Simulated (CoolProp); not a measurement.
A single-stage vapour-compression cycle with trans-2-butene: evaporating at 252.15 K (dew point), condensing at 302.15 K (bubble point), superheat 2 K, subcooling 5 K, compressor efficiency 0.6, no pressure losses. Each further row changes one setting.

Computed with CoolProp (reference Helmholtz-energy equation of state, Lemmon 2005). It is a short technical equation, of lower accuracy than the large ones.

```tsv
case	cooling COP	pressure ratio	discharge temperature (K)	refrigerating effect (kJ/kg)	volumetric capacity (kJ/m³)
as stated	2.62	6.56	338.4	327	359
evaporating temperature 257.15 K	___	5.23	333.9	334	___
condensing temperature 297.15 K	___	5.61	___	339	372
subcooling 10 K	___	6.56	338.4	339	372
superheat 12 K	2.62	6.56	___	342	___
compressor efficiency 0.5	2.18	6.56	___	327	359
```

Question: Fill in the missing entries.

Answer: 
- evaporating temperature 257.15 K, cooling COP: 3.02
- evaporating temperature 257.15 K, volumetric capacity (kJ/m³): 452
- condensing temperature 297.15 K, cooling COP: 2.97
- condensing temperature 297.15 K, discharge temperature (K): 331.4
- subcooling 10 K, cooling COP: 2.71
- superheat 12 K, discharge temperature (K): 349.5
- superheat 12 K, volumetric capacity (kJ/m³): 360
- compressor efficiency 0.5, discharge temperature (K): 352.3
